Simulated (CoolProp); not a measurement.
Model: reference Helmholtz-energy equation of state, Lemmon 2006, in CoolProp. It is a short technical equation, of lower accuracy than the large ones.

Question: Give the vapour pressure (MPa), liquid density (kg/m³), enthalpy of vaporisation (kJ/kg) of saturated isohexane at 352 K.

Answer: 
```json
[
 {"T (K)": "352", "p (MPa)": "0.177", "liquid density (kg/m³)": "596", "enthalpy of vaporisation (kJ/kg)": "309"}
]
```
